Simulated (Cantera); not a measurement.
Input: 1 mol MgO, 0.064 mol H2S, 0.3 mol CO2, 0.056 mol SO3, held at 1948 K and 56.0 mbar.

Cantera equilibrium calculation (NASA polynomials, part measured and part estimated; ideal gas, pure solids and liquids). Candidate condensed phases: C, C6H6, C7H8, C8H18, H2O, H2SO4, Mg, MgCO3, MgO, Mg(OH)2, MgS, MgSO4, S; 130 gas species. Kinetics and transport are ignored.

Base state: CO2 0.380, CO 0.241, SO2 0.229, H2O 0.115, H2 0.0166, SO 0.0156, S2 0.00155, H 0.000615 (mole fractions); condensed: MgO(s).

Q: What changes in the equilibrium state with this change: CO2 from 0.3 to 0.05 mol?

A: 
| species | before | after |
|---|---|---|
| SO2 | 0.229 | 0.325 |
| H2O | 0.115 | 0.220 |
| CO | 0.241 | 0.138 |
| CO2 | 0.380 | 0.0954 |
| S2 | 0.00155 | 0.0847 |
| H2 | 0.0166 | 0.0722 |
| SO | 0.0156 | 0.0507 |
| Mg | 1.82e-5 | 4.16e-5 |
| H2S | 0.000106 | 0.00340 |
| S2O | 8.42e-5 | 0.00202 |
| SH | 0.000322 | 0.00497 |
| S | 0.000373 | 0.00276 |
| MgO(s), mol | 1.000 | 1.000 |

Q: What changes in the equilibrium state with this change: H2S from 0.064 to 0.14 mol?

A: 
```tsv
species	before	after
CO	0.241	0.305
SO2	0.229	0.191
CO2	0.380	0.190
H2O	0.115	0.166
S2	0.00155	0.0447
H2	0.0166	0.0606
SO	0.0156	0.0331
Mg	1.82e-5	4.62e-5
H2S	0.000106	0.00207
S2O	8.42e-5	0.000958
SH	0.000322	0.00331
COS	5.50e-5	0.000374
O2	3.19e-5	4.97e-6
MgO(s), mol	1.000	1.000
```
